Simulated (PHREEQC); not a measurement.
Dissolve 0.011 mol ZnCl2 and 4.3e-05 mol H2SO4 per kg of water at 25 °C. Closed to the air; pH follows from the charge balance.

All values are PHREEQC results (ion-association model, phreeqc.dat), not measurements.

Each row changes one thing in this solution. No solid was allowed to form.

```
case                                           pH  ionic strength (mol/kgw)  SO4-2 (mol/kgw)  HSO4- (mol/kgw)
-------------------------------------------  ----  ------------------------  ---------------  ---------------
as made                                      4.12                    0.0324          2.57e-5          1.15e-7
0.0091 mol/kgw Na2SO4 added                  4.24                    0.0489          0.00611          1.92e-5
ZnCl2 from 0.011 to 0.022 mol/kgw            4.14                    0.0639          2.26e-5          8.52e-8
temperature from 25 to 85 °C                 4.12                    0.0287          2.44e-5          5.10e-7
ZnCl2 replaced by LiCl at the same molality  4.11                    0.0111          4.15e-5          2.30e-7
diluted 5-fold with water                    4.79                   0.00658          6.82e-6          8.27e-9
ZnCl2 left out                               4.07                  0.000128          4.27e-5          3.37e-7
```

Away from 25 °C the constants follow the database's enthalpies or fits; those with neither stay at their 25 °C values.
